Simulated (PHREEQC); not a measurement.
Consider water at 20 °C with 0.23 mol HCl and 0.013 mol Al2(SO4)3 per kg of water. Closed to the air; pH follows from the charge balance.

Computed with PHREEQC (ion-association model, wateq4f.dat).

Precipitation was switched off in this run.

Q: Estimate the pH, ionic strength.

A: pH 0.79; ionic strength 0.318 mol/kgw.

Q: In which forms is S present?

A: HSO4- 62 %, AlSO4+ 23 %, SO4-2 12 %, Al(SO4)2- 1.7 %, AlHSO4+2 0.8 % of the S.

Species that the database lacks are ignored.
